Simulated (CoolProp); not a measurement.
Vapour-liquid equilibrium of R22 (1) + R142b (2) at 0.504 bar; x and y are mole fractions of (1).

Model: multi-fluid Helmholtz-energy mixture model, Kamei 1995 and Lemmon 2006; pair parameters Bell 2016, in CoolProp.

Q: Give the bubble temperature and the first vapour's composition at x = 0.05, 0.25, 0.85. Is there an azeotrope?

A: x = 0.05: 245.1 K, y = 0.168; x = 0.25: 236.6 K, y = 0.567; x = 0.85: 221.1 K, y = 0.967. No azeotrope shows between x = 0.05 and 0.95.

The pair parameters rest on a limited set of measurements; away from them the model extrapolates.
